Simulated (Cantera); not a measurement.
Low-pressure radical oxidation in H2/O2

An isothermal, constant-pressure homogeneous reactor starts with H2 : O2 : N2 = 0.21 : 1 : 1 (molar parts), equivalence ratio 0.10, at 1000 K and 0.825 Torr.

Computed with Cantera and GRI-Mech 3.0 (53 species, 325 reactions). Radical loss at walls, strong at low pressure, is not modelled. The temperature is held fixed by assumption; the heat of reaction is taken as removed at once.

```tsv
t (s)	x H2	x O2	x H2O2	x NO2	x NO	x H2O
8.00e-6	0.0950	0.452	<1e-12	<1e-12	<1e-12	<1e-12
2.57e-5	0.0950	0.452	<1e-12	<1e-12	<1e-12	<1e-12
8.26e-5	0.0950	0.452	<1e-12	<1e-12	<1e-12	<1e-12
0.000265	0.0950	0.452	<1e-12	<1e-12	<1e-12	<1e-12
0.000853	0.0950	0.452	<1e-12	<1e-12	<1e-12	1.25e-12
0.00274	0.0950	0.452	<1e-12	<1e-12	<1e-12	2.73e-11
0.00880	0.0950	0.452	<1e-12	<1e-12	<1e-12	6.54e-10
0.0283	0.0950	0.452	1.14e-12	<1e-12	<1e-12	1.24e-7
0.0909	0.0327	0.422	1.65e-8	<1e-12	1.45e-9	0.0451
0.292	0.00305	0.403	5.38e-9	<1e-12	1.14e-7	0.0737
0.938	0.00251	0.408	6.43e-9	<1e-12	3.78e-7	0.0811
3.01	0.00121	0.418	9.24e-9	1.79e-12	6.42e-7	0.0932
9.69	0.000173	0.424	1.21e-8	1.45e-11	6.92e-7	0.0991
31.1	1.24e-5	0.425	7.20e-9	1.26e-10	6.94e-7	0.0997
100	1.33e-6	0.425	2.73e-9	2.95e-10	6.93e-7	0.0997
```
x: mole fraction; the columns are a selection and need not sum to one.

Equilibrium at this temperature and pressure: H2 4.06e-10, O2 0.425, H2O2 6.08e-12, NO2 8.80e-8, NO 3.48e-5, H2O 0.0998 (gas phase only).
